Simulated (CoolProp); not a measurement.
Ammonia along the isobar 26600 kPa: fugacity coefficient from the reference equation and from simpler models built on Tc = 405.6 K, pc = 11360 kPa, ω = 0.256; each cubic takes its own stable root.

Values from CoolProp's reference Helmholtz-energy equation of state, Gao 2020.

| T (K) | phase | reference | van der Waals | Redlich-Kwong | Soave-Redlich-Kwong | Peng-Robinson |
|---|---|---|---|---|---|---|
| 285.3 | liquid | 0.03068 | 0.1263 | 0.05218 | 0.03397 | 0.03234 |
| 292.7 | liquid | 0.03845 | 0.1401 | 0.06315 | 0.04276 | 0.04061 |
| 300.1 | liquid | 0.04751 | 0.1545 | 0.07543 | 0.05302 | 0.05025 |
| 307.4 | liquid | 0.05779 | 0.1694 | 0.08885 | 0.06469 | 0.06120 |
| 314.8 | liquid | 0.06963 | 0.1850 | 0.1038 | … | 0.07382 |
| 322.2 | liquid | 0.08295 | 0.2011 | 0.1199 | 0.09328 | 0.08801 |
| 329.6 | liquid | 0.09778 | 0.2177 | 0.1374 | 0.1101 | 0.1038 |
| 337 | liquid | 0.1141 | 0.2348 | 0.1560 | 0.1287 | 0.1212 |
| 344.4 | liquid | … | 0.2522 | 0.1757 | 0.1489 | 0.1402 |
| 351.8 | liquid | … | 0.2700 | 0.1965 | 0.1708 | 0.1608 |
| 359.2 | liquid | 0.1722 | 0.2881 | 0.2181 | 0.1943 | … |
| 366.5 | liquid | 0.1942 | 0.3062 | 0.2403 | 0.2188 | 0.2058 |
| 373.9 | liquid | 0.2177 | 0.3248 | 0.2635 | 0.2450 | 0.2305 |
| 381.3 | liquid | 0.2424 | 0.3435 | 0.2873 | 0.2723 | 0.2562 |
| 388.7 | liquid | 0.2682 | 0.3623 | … | 0.3006 | 0.2829 |

### Question
Complete the blanks.

### Answer

- 314.8, Soave-Redlich-Kwong: 0.07814
- 344.4, reference: 0.1320
- 351.8, reference: 0.1514
- 359.2, Peng-Robinson: 0.1828
- 388.7, Redlich-Kwong: 0.3115
